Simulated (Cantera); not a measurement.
A perfectly stirred reactor is fed with 34.2 % NH3, 58.2 % N2, 7.53 % H2, at 0.0947 atm; it is held at 2148 K, and followed from long to short residence time.

Cantera simulation using the gas-phase N/H chemistry of the illustrative SiF4/NH3 mechanism in the Surface Chemkin manual (1991); the numbers are that mechanism's predictions, not measurements. Walls and surfaces, which speed up NH3 decomposition in real reactors, are not modelled.

x: mole fraction; the columns are a selection and need not sum to one.

```
τ (s)     x NH3   x N2H2   x N2    x H2      x N    x N2H4
------  -------  -------  -----  ------  -------  --------
4.4     0.00377  3.59e-8  0.561   0.433  3.67e-6  6.08e-11
1.1      0.0202  1.81e-7  0.562   0.416  3.00e-6  5.10e-10
0.27     0.0712  7.16e-7  0.565   0.362  2.90e-6       ___
0.067     0.174  2.02e-6  0.572   0.253  2.67e-6       ___
0.016     0.278  3.52e-6  0.578   0.143  2.12e-6       ___
0.0041    0.324  3.95e-6  0.581  0.0943  1.58e-6       ___
0.0010    0.338  2.89e-6  0.582  0.0791  1.01e-6       ___
```

Question: Complete the blanks.

Answer: 
- 0.27, x N2H4: 2.80e-9
- 0.067, x N2H4: 9.78e-9
- 0.016, x N2H4: 1.97e-8
- 0.0041, x N2H4: 2.44e-8
- 0.0010, x N2H4: 1.97e-8
